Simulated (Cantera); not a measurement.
Source: NASA polynomial tables (part measured, part estimated), evaluated in Cantera. Values are per mole of reaction as written; species without (g) are pure solids or liquids, kept so even where they would boil at 1 bar.

### Question
Between 300 and 2900 K, where is each reaction favourable under standard conditions?
- NF3(g) + 6 H(g) + BN = 2 NH3(g) + BF3(g)
- 3 F(g) + B = BF3(g)
- 2 B + 2 NH3(g) + 3 F2(g) = 6 HF(g) + 2 BN

### Answer
- NF3(g) + 6 H(g) + BN = 2 NH3(g) + BF3(g): ΔG° is -2056 kJ at 300 K and -950 kJ at 2900 K; it stays negative (K > 1). ΔH° is -2276 kJ and ΔS° -457 J/K at 2900 K.
- 3 F(g) + B = BF3(g): ΔG° is -1305 kJ at 300 K and -628 kJ at 2900 K; it stays negative (K > 1). ΔH° is -1460 kJ and ΔS° -287 J/K at 2900 K.
- 2 B + 2 NH3(g) + 3 F2(g) = 6 HF(g) + 2 BN: ΔG° is -2065 kJ at 300 K and -2235 kJ at 2900 K; it stays negative (K > 1). ΔH° is -2169 kJ and ΔS° 23 J/K at 2900 K.
